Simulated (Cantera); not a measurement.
Feed: 1 mol Fe3O4, 1.3 mol C, 0.013 mol CO, at 0.00580 bar.

Points: T (K) = 1023, 1173, 1323, 1473, 1623, 1773, 1923, 2073, 2223, 2373, 2523, 2673.

Cantera's Mixture.equilibrate('TP', solver="vcs", rtol=1e-11, max_steps=5000) on the NASA tables stopped like this:

```
ERROR: FAILURE its = 5001!

*******************************************************************************
CanteraError thrown by MultiPhase::equilibrate:
VCS solver failed. Return code: -1
*******************************************************************************
```

What got this run through?

One answer among several that fit: The failure is numerical, not chemical. The same input converged with solver="gibbs", rtol=1e-10, max_steps=50000, and the result passed a check of the equilibrium conditions:
```
log10 of partial pressures in bar; condensed amounts in mol
       T/K        CO        Fe       CO2         O        O2       FeO     Fe(a)     Fe(c)     Fe(d)     Fe(L)    FeO(s)    FeO(L)
      1023    -2.332   -13.348    -2.941   -19.999   -20.984   -17.775    0.5596         0         0         0      2.44         0
      1173    -2.318   -10.707    -3.003   -16.580   -17.450   -14.466     0.525         0         0         0     2.475         0
      1323    -2.309    -8.682    -3.048   -13.932   -14.714   -11.926         0    0.5028         0         0     2.497         0
      1473    -2.303    -7.078    -3.086   -11.827   -12.546    -9.919         0    0.4855         0         0     2.514         0
      1623    -2.298    -5.777    -3.120   -10.114   -10.787    -8.295         0    0.4713         0         0     2.528         0
      1773    -2.289    -4.704    -3.197    -8.745    -9.436    -7.010         0         0      0.44         0         0     2.556
      1923    -2.292    -3.830    -3.259    -7.578    -8.272    -5.947         0         0         0    0.3935         0     2.572
      2073    -2.343    -3.095    -3.352    -6.573    -7.266    -5.046         0         0         0    0.2058         0     2.581
      2223    -2.460    -2.793    -3.180    -5.377    -5.744    -4.275         0         0         0         0         0      2.47
      2373    -2.648    -2.684    -2.963    -4.182    -4.114    -3.608         0         0         0         0         0     2.089
      2523    -3.059    -2.571    -3.258    -3.370    -3.160    -3.245         0         0         0         0         0         0
      2673    -2.989    -2.571    -3.525    -3.091    -3.196    -3.466         0         0         0         0         0         0
```

The gas is ideal and each condensed phase is pure. Each liquid is taken as pure. Mutual solubility and eutectic melting of coexisting phases are not modelled. The tables' stoichiometric FeO is somewhat more stable than real wüstite, so its field is too wide. FeO: taken at fixed stoichiometry.
